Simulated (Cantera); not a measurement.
**CuO + C + CO (carbothermic reduction)**

Charge: 1 mol CuO, 0.38 mol C, 0.13 mol CO, at 2148 K and 0.00120 bar.

These are equilibrium values from Cantera (NASA tables, ideal gas, pure condensed phases), not measurements of a reactor. Candidate condensed phases: C, Cu, CuO, Cu2O; 15 gas species. Kinetics and transport are ignored.

* **x(Cu)**: 0.603
* **x(CO2)**: 0.213
* **x(CO)**: 0.0951
* **x(O2)**: 0.0730
* **x(O)**: 0.0150
* **x(CuO)**: 0.000528
* **x(Cu2)**: 0.000186
* **gas amount**: 1.655 mol
* **log10 activity of Cu(l) (absent)**: -1.33
* **log10 activity of C(graphite) (absent)**: -9.17
